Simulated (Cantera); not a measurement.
A closed system holds: 1 mol CaCO3, 4.2 mol H2O, at 1498 K and 0.128 Torr.

Method: chemical equilibrium by Gibbs-energy minimisation in Cantera with the NASA 1993 tables (ideal gas, pure condensed phases). Candidate condensed phases: C, C6H6, C7H8, C8H18, Ca, CaCO3, CaO, Ca(OH)2, H2O; 115 gas species. Kinetics and transport are ignored.

Problem. What is the equilibrium state?

Solution. 
```
Property                                   Result
--------------------------------------  ---------
x(H2O)                                      0.803
x(CO2)                                      0.190
x(H2)                                     0.00258
x(O2)                                     0.00194
x(CO)                                     0.00157
x(OH)                                    0.000591
x(H)                                      6.69e-5
x(O)                                      1.33e-5
n(CaO(s))                               1.000 mol
gas amount                              5.212 mol
log10 activity of C(graphite) (absent)     -11.82
log10 activity of Ca(l) (absent)           -13.34
```
